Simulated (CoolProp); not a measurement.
A simple Rankine cycle with toluene: condensing at 324.15 K, boiler at 2.03 MPa, turbine inlet 538.8 K, turbine efficiency 0.85, pump efficiency 0.6, no recuperator. Each further row changes one setting.

Values from CoolProp's reference Helmholtz-energy equation of state, Lemmon 2006. It is a short technical equation, of lower accuracy than the large ones.

| case | thermal efficiency (%) | net work (kJ/kg) | heat in (kJ/kg) | turbine exit temperature (K) | volume ratio over the turbine |
|---|---|---|---|---|---|
| as stated | 23.5 | 161 | 685 | 414.2 | 181 |
| turbine inlet 558.8 K | 23.4 | 172 | 734 | 437.8 | 170 |
| condensing temperature 316.15 K | 24.5 | 171 | 699 | 407.4 | 253 |
| boiler pressure 1.42 MPa | 22.4 | 159 | 709 | 430.5 | 111 |
| turbine efficiency 0.75 | 20.7 | 141 | 685 | 426.4 | 186 |
